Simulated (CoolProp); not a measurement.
Values from CoolProp's reference Helmholtz-energy equation of state, Penoncello 2003.

Problem. Give the vapour pressure (MPa), liquid cp (kJ/(kg K)), vapour Z, surface tension (mN/m) of saturated CHF3 (R23) at -36.15, -29.55 °C.

Solution. 
| T (°C) | p (MPa) | liquid cp (kJ/(kg K)) | vapour Z | surface tension (mN/m) |
|---|---|---|---|---|
| -36.15 | 0.813 | 1.39 | 0.837 | 8.48 |
| -29.55 | 1.02 | 1.44 | 0.810 | 7.35 |

Surface tension comes from a separate correlation (Mulero 2012).
